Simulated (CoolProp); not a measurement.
Normal hydrogen along the isotherm -234.85 °C: Z from the reference equation and from simpler models built on Tc = -240.0 °C, pc = 1.296 MPa, ω = -0.219; each cubic takes its own stable root.

Values from CoolProp's reference Helmholtz-energy equation of state, Leachman 2009.

```
p (MPa)          phase  reference  van der Waals  Redlich-Kwong  Soave-Redlich-Kwong  Peng-Robinson
-------  -------------  ---------  -------------  -------------  -------------------  -------------
0.243              gas     0.9576         0.9599         0.9574               0.9541         0.9478
0.486              gas     0.9126         0.9171         0.9131               0.9060         0.8935
0.729              gas     0.8646         0.8711         0.8669               0.8550         0.8367
0.972              gas     0.8132         0.8211         0.8185               0.8007         0.7770
1.22               gas     0.7563         0.7648         0.7666               0.7411         0.7124
1.46     supercritical     0.6956         0.7037         0.7141               0.6785         0.6457
1.7      supercritical     0.6284         0.6353         0.6601               0.6112         0.5753
1.94     supercritical     0.5555         0.5645         0.6071               0.5432         0.5058
```
